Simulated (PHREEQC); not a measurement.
Brine

A solution holds 3.4 mol KOH and 0.21 mol NaCl per kg of water, at 25 °C. Closed to the air; pH follows from the charge balance.

Equilibrium calculation in PHREEQC: Pitzer model, pitzer.dat.

The pH is 14.83. The ionic strength is 3.61 mol/kgw. The activity of water is 0.847. The density is 1.145 g/cm³ and the osmotic coefficient comes out as 1.275. The total alkalinity is 3400 meq/kg.

```
species  molality  activity   log γ
-------  --------  --------  ------
OH-          3.40      5.84   0.235
K+           3.40      2.60  -0.117
Cl-         0.210     0.120  -0.241
Na+         0.210     0.107  -0.295
```

This is a speciation only: nothing precipitates in the calculation. Species that the database lacks are ignored. In brines, pH and single-ion activities rest on the MacInnes convention.
